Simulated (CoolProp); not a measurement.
Chlorine along the isotherm 376.6 K: density (kg/m³) from the reference equation and from simpler models built on Tc = 416.9 K, pc = 76.42 bar, ω = 0.070; each cubic takes its own stable root.

Computed with CoolProp (reference Helmholtz-energy equation of state, Thol 2021).

```
p (bar)   phase  reference
-------  ------  ---------
12.5        gas      30.67
25          gas      68.08
37.5        gas      119.4
50       liquid       1104
62.5     liquid       1118
75       liquid       1131
87.5     liquid       1142
100      liquid       1152
112      liquid       1162
125      liquid       1171
138      liquid       1179
150      liquid       1187
162      liquid       1194
175      liquid       1201
188      liquid       1208
200      liquid       1214
```

Q: How far does each simpler model (Redlich-Kwong, Peng-Robinson) lie from the reference over these 16 states: mean and median of the absolute difference, and the worst?

A: 
- Redlich-Kwong: mean 9.0 %, median 10.0 %, worst -14.8 % at 376.6 K and 50 bar
- Peng-Robinson: mean 1.7 %, median 1.7 %, worst +3.0 % at 376.6 K and 200 bar
